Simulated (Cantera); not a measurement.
An isothermal, constant-pressure homogeneous reactor starts with CH4 : H2 = 0.03 : 1 (molar parts), at 2675 K and 100.0 Torr.

Computed with Cantera and GRI-Mech 3.0 (53 species, 325 reactions). GRI-Mech 3.0 stops at C3 and has no aromatics, soot or wall deposition, so with more carbon than oxygen in the feed, carbon stays in small species such as C2H2 where larger ones or solid carbon would form.

x: mole fraction; the columns are a selection and need not sum to one.

```
t (s)        x CH4   x H2     x H     x CH3     x C2H
--------  --------  -----  ------  --------  --------
0.000300   0.00156  0.934  0.0501   0.00145         ?
0.000662  0.000374  0.926  0.0598  0.000417         ?
0.00146    9.52e-5  0.915  0.0717  0.000129         ?
0.00322    2.87e-5  0.898  0.0888   4.89e-5         ?
0.00711    1.40e-5  0.876   0.111   3.04e-5         ?
0.0157     9.97e-6  0.859   0.128   2.54e-5  0.000196
0.0346     9.29e-6  0.855   0.132   2.45e-5  0.000202
0.0764     9.28e-6  0.855   0.132   2.45e-5  0.000203
0.169      9.28e-6  0.855   0.132   2.45e-5  0.000203
0.372      9.28e-6  0.855   0.132   2.45e-5  0.000203
0.821      9.28e-6  0.855   0.132   2.45e-5  0.000203
1.81       9.28e-6  0.855   0.132   2.45e-5  0.000203
4.00       9.28e-6  0.855   0.132   2.45e-5  0.000203
```

**Question.** Complete the blanks.

**Answer.** 
- 0.000300, x C2H: 6.61e-5
- 0.000662, x C2H: 8.64e-5
- 0.00146, x C2H: 0.000106
- 0.00322, x C2H: 0.000134
- 0.00711, x C2H: 0.000169
